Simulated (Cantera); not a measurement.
Source: NASA polynomial tables (part measured, part estimated), evaluated in Cantera. Values are per mole of reaction as written; species without (g) are pure solids or liquids, kept so even where they would boil at 1 bar.

N2(g) + 4 V2O5 = 4 V2O4 + 2 NO2(g)

```csv
T (K),ΔH° (kJ),ΔS° (J/K),ΔG° (kJ),log10 K,condensed phases
300,?,?,?,?,"V2O5(s), V2O4(s)"
2325,854.8,273.6,218.8,-4.91,"V2O5(l), V2O4(l)"
2425,872.1,280.9,191.0,-4.11,"V2O5(l), V2O4(l)"
2525,889.4,287.8,162.6,-3.36,"V2O5(l), V2O4(l)"
2625,?,?,?,?,"V2O5(l), V2O4(l)"
2725,924.2,301.1,103.7,-1.99,"V2O5(l), V2O4(l)"
2825,?,?,?,?,"V2O5(l), V2O4(l)"
```

**Question.** Some entries are withheld; supply them.

**Answer.** 
- 300, ΔH° (kJ): 562.0
- 300, ΔS° (J/K): 180.4
- 300, ΔG° (kJ): 507.9
- 300, log10 K: -88.43
- 2625, ΔH° (kJ): 906.8
- 2625, ΔS° (J/K): 294.6
- 2625, ΔG° (kJ): 133.5
- 2625, log10 K: -2.66
- 2825, ΔH° (kJ): 941.6
- 2825, ΔS° (J/K): 307.4
- 2825, ΔG° (kJ): 73.3
- 2825, log10 K: -1.35
